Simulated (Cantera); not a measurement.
Feed: 1 mol TiO₂, 0.52 mol CH₄, 14 mol H₂, held at 1850 K and 70.0 Pa.

These are equilibrium values from Cantera (NASA tables, ideal gas, pure condensed phases), not measurements of a reactor. Candidate condensed phases: C, C₆H₆, C₇H₈, C₈H₁₈, H₂O, Ti, TiC, TiO, TiO₂, Ti₂O₃, Ti₃O₅, Ti₄O₇; 113 gas species. Mutual solubility and eutectic melting of coexisting phases are not modelled. TiO: taken at fixed stoichiometry. The numbers say what is thermodynamically allowed, not how fast it happens.

Base state: H₂ 0.947, CO 0.0331, H 0.0198, H₂O 0.000117, TiO 6.74e-5 (mole fractions); condensed: TiO(s) + Ti₂O₃(s).

**Question.** What changes in the equilibrium state with this change: CH₄ from 0.52 to 5.2 mol?

**Answer.** 
```csv
species,before,after
H₂,0.947,0.905
CO,0.0331,0.0750
H,0.0198,0.0194
TiO,6.74e-5,<1e-9
C₂H₂ (acetylene),<1e-9,0.000237
H₂O,0.000117,1.07e-8
"TiO(s), mol",0.0425,0
"Ti₂O₃(s), mol",0.478,0
"C(graphite), mol",0,2.19
"TiC(s), mol",0,1.000
```
TiC: taken at fixed stoichiometry.
